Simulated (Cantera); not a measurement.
Input (Python, Cantera):

```python
import numpy as np
import cantera as ct

gas = ct.Solution("gri30.yaml")
gas.TPX = 1625, 500000, {'CH4': 1, 'H2O': 0.91}
inlet = ct.Reservoir(gas, clone=True)

reactor = ct.IdealGasConstPressureReactor(gas, energy="off", clone=False)
exhaust = ct.Reservoir(gas, clone=True)
tau = [27, 9.9, 3.6, 1.3, 0.47, 0.17, 0.063, 0.023, 0.0083][0]
for a, b in ((inlet, reactor), (reactor, exhaust)):
    ct.MassFlowController(a, b, mdot=lambda t: reactor.mass / tau)
net = ct.ReactorNet([reactor])
show = ['CH4', 'H2O', 'CH2O', 'CO', 'O2', 'C2H4']

rows = []
print(f"{'tau/s':>10s}{'T/K':>9s}" + "".join(f"{s:>11s}" for s in show))
for tau in [27, 9.9, 3.6, 1.3, 0.47, 0.17, 0.063, 0.023, 0.0083]:
    net.initial_time = 0.0
    net.advance(30 * tau)
    before = gas.X
    net.advance(40 * tau)
    drift = np.max(np.abs(gas.X - before) / (gas.X + 1e-9))
    rows.append([gas.T, *gas[show].X, drift])
    print(f"{tau:10.3e}{gas.T:9.1f}" + "".join(f"{x:11.3e}" for x in gas[show].X))
```

Result:

```
     tau/s      T/K        CH4        H2O       CH2O         CO         O2       C2H4
 2.700e+01   1625.0  6.802e-02  6.318e-02  3.459e-07  1.963e-01  1.188e-13  3.153e-03
 9.900e+00   1625.0  8.313e-02  9.441e-02  3.717e-07  1.725e-01  2.601e-13  5.142e-03
 3.600e+00   1625.0  9.817e-02  1.358e-01  4.482e-07  1.414e-01  5.210e-13  7.925e-03
 1.300e+00   1625.0  1.118e-01  1.869e-01  6.157e-07  1.045e-01  9.587e-13  1.123e-02
 4.700e-01   1625.0  1.253e-01  2.438e-01  9.274e-07  6.714e-02  1.614e-12  1.423e-02
 1.700e-01   1625.0  1.457e-01  2.992e-01  1.465e-06  3.608e-02  2.488e-12  1.567e-02
 6.300e-02   1625.0  1.853e-01  3.457e-01  2.368e-06  1.650e-02  3.644e-12  1.466e-02
 2.300e-02   1625.0  2.534e-01  3.848e-01  3.969e-06  6.577e-03  5.756e-12  1.189e-02
 8.300e-03   1625.0  3.390e-01  4.188e-01  6.568e-06  2.358e-03  1.001e-11  9.832e-03
```

Model: GRI-Mech 3.0 (53 species, 325 reactions), integrated in Cantera.
